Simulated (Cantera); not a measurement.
A closed system holds: 1 mol BCl3, 1.1 mol H2, equilibrated at 1123 K and 0.0470 bar.

Method: chemical equilibrium by Gibbs-energy minimisation in Cantera with the NASA 1993 tables (ideal gas, pure condensed phases). Candidate condensed phases: B; 13 gas species. The tables' values for BCl2 are old estimates; treat these amounts as uncertain. Gases not in the tables: BHCl2. The numbers say what is thermodynamically allowed, not how fast it happens.

Base state: H2 0.418, BCl3 0.402, HCl 0.180, BCl2 2.43e-5 (mole fractions); condensed: B(s).

Task: What changes in the equilibrium state with this change: temperature from 1123 K to 1223 K?

Result: 
```tsv
species	before	after
H2	0.418	0.383
BCl3	0.402	0.377
HCl	0.180	0.239
BCl2	2.43e-5	0.000119
B(s), mol	0.130	0.174
```
